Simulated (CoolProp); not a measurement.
200 sccm (0 °C, 1 atm) of nitrogen bubbles through liquid ethylbenzene at 363.2 K and leaves saturated at a total pressure of 0.15 MPa (ideal gas phase). Each further row changes one setting.

The numbers come from the reference Helmholtz-energy equation of state, Zhou 2012 in CoolProp.

```
case                      vapour pressure (kPa)  mole fraction of vapour  delivery (mg/min)  delivery (sccm)  change of delivery for a bath 1 K warmer (%)
------------------------  ---------------------  -----------------------  -----------------  ---------------  --------------------------------------------
as stated                                  24.3                    0.162                183             38.7                                           4.4
bath temperature 368.2 K                   29.0                    0.193                227             47.9                                           4.4
total pressure 0.3 MPa                     24.3                   0.0810               83.5             17.6                                           4.0
```
